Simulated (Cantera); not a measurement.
Feed: 1 mol CHF3, at 0.0100 bar.

Equilibrium computed with Cantera from the NASA thermochemical tables; the gas is ideal and each condensed phase is pure. Candidate condensed phases: C, C6H6, C7H8, C8H18; 95 gas species. Gases not in the tables: C2F6 and larger saturated fluorocarbons. Kinetics and transport are ignored.

Q: At 1552 °C, list the 4 most abundant gas species with their mole fractions, and the condensed phases.

A: HF 0.660, CF4 0.322, CF2 0.0129, F 0.00433. Condensed: C(graphite).
